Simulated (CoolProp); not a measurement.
Ethanol along the isobar 346 bar: Z from the reference equation and from simpler models built on Tc = 241.6 °C, pc = 62.68 bar, ω = 0.644; each cubic takes its own stable root.

Computed with CoolProp (reference Helmholtz-energy equation of state, Schroeder 2014).

```csv
T (°C),phase,reference,Soave-Redlich-Kwong,Peng-Robinson
-58.45,liquid,1.021,1.234,1.104
-37.35,liquid,0.9475,1.138,1.017
-16.25,liquid,0.8862,1.059,0.9464
4.85,liquid,0.8343,0.9942,0.8877
25.85,liquid,0.7905,0.9403,0.8391
46.95,liquid,0.7528,0.8952,0.7984
68.05,liquid,0.7207,0.8579,0.7647
89.05,liquid,0.6937,0.8273,0.7372
110.15,liquid,0.6710,0.8025,0.7150
131.25,liquid,0.6526,0.7833,0.6978
152.25,liquid,0.6383,0.7692,0.6856
173.35,liquid,0.6281,0.7602,0.6780
194.45,liquid,0.6217,0.7561,0.6753
215.45,liquid,0.6188,0.7572,0.6777
236.55,liquid,0.6195,0.7636,0.6853
257.65,supercritical,0.6241,0.7755,0.6984
```
